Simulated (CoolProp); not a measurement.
A simple Rankine cycle with sulfur dioxide: condensing at 304.15 K, boiler at 1.53 MPa, turbine inlet 348.3 K, turbine efficiency 0.7, pump efficiency 0.6, no recuperator. Each further row changes one setting.

Model: reference Helmholtz-energy equation of state, Gao 2016, in CoolProp.

```
case                             thermal efficiency (%)  net work (kJ/kg)  heat in (kJ/kg)  turbine exit temperature (K)  volume ratio over the turbine
-------------------------------  ----------------------  ----------------  ---------------  ----------------------------  -----------------------------
as stated                                           7.7                 ?              361                         304.1                              ?
turbine inlet 368.3 K                                 ?              29.6              380                         304.1                           2.80
condensing temperature 296.15 K                     9.0              33.6              372                         296.1                           3.76
boiler pressure 1.07 MPa                              ?                 ?              371                             ?                              ?
turbine efficiency 0.6                              6.5              23.5              361                         304.1                           2.99
```

Task: Some entries are withheld; supply them.

Result: 
- as stated, net work (kJ/kg): 27.6
- as stated, volume ratio over the turbine: 2.95
- turbine inlet 368.3 K, thermal efficiency (%): 7.8
- boiler pressure 1.07 MPa, thermal efficiency (%): 5.5
- boiler pressure 1.07 MPa, net work (kJ/kg): 20.5
- boiler pressure 1.07 MPa, turbine exit temperature (K): 305.1
- boiler pressure 1.07 MPa, volume ratio over the turbine: 2.03

The expansion ends wet for: as stated; turbine inlet 368.3 K; condensing temperature 296.15 K; turbine efficiency 0.6.
